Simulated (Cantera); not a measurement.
## Silicon epitaxy and polysilicon growth: Si₂H₆ + Cl₂ + N₂

Charge: 1 mol Si₂H₆, 0.39 mol Cl₂, 240 mol N₂, equilibrated at 1348.15 K and 0.00450 bar.

Cantera equilibrium calculation (NASA polynomials, part measured and part estimated; ideal gas, pure solids and liquids). Candidate condensed phases: NH₄Cl, Si, Si₃N₄; 28 gas species. The feed counts by its element totals alone. N₂ is the only nitrogen source here; it is nearly inert below about 1500 K, so the nitride shown seldom forms there in practice. The numbers say what is thermodynamically allowed, not how fast it happens.

```yaml
x(N₂): 0.986
x(H₂): 0.0108
x(HCl): 0.00319
x(SiCl₂): 1.39e-5
x(H): 3.59e-6
n(Si₃N₄(s)): 0.666 mol
gas_amount: 242.1 mol
log10 activity of Si(s) (absent): -2.28
```
